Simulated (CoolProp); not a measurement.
Properties of acetone along the isotherm 366.3 K.

The numbers come from the reference Helmholtz-energy equation of state, Lemmon 2006 in CoolProp. It is a short technical equation, of lower accuracy than the large ones.

```tsv
p (MPa)	phase	Z	cp (kJ/(kg K))	cv (kJ/(kg K))	isothermal compressibility (1/MPa)	expansivity (1/kK)
2.93	liquid	0.07895	___	1.680	0.002529	1.799
5.87	liquid	0.1570	2.326	1.679	___	1.716
8.8	liquid	0.2339	2.311	1.679	0.002184	1.645
11.7	liquid	0.3090	___	1.678	0.002050	1.583
14.7	liquid	0.3860	___	1.678	0.001930	1.526
17.6	liquid	0.4596	___	1.678	0.001828	___
20.5	liquid	0.5326	2.267	1.678	___	1.432
23.5	liquid	0.6074	2.259	1.679	0.001654	1.390
```

Question: Fill in the missing entries.

Answer: 
- 2.93, cp (kJ/(kg K)): 2.343
- 5.87, isothermal compressibility (1/MPa): 0.002342
- 11.7, cp (kJ/(kg K)): 2.298
- 14.7, cp (kJ/(kg K)): 2.286
- 17.6, cp (kJ/(kg K)): 2.276
- 17.6, expansivity (1/kK): 1.476
- 20.5, isothermal compressibility (1/MPa): 0.001737
